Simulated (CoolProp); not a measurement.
The numbers come from the reference Helmholtz-energy equation of state, Wagner 2002 in CoolProp.

Task: For water, give the phase and the Z, speed of sound (m/s), isothermal compressibility (1/MPa) at 1000 K and 14.7 MPa.

Result: 
- 1000 K and 14.7 MPa: gas; Z 0.962, speed of sound 750, isothermal compressibility 0.0707
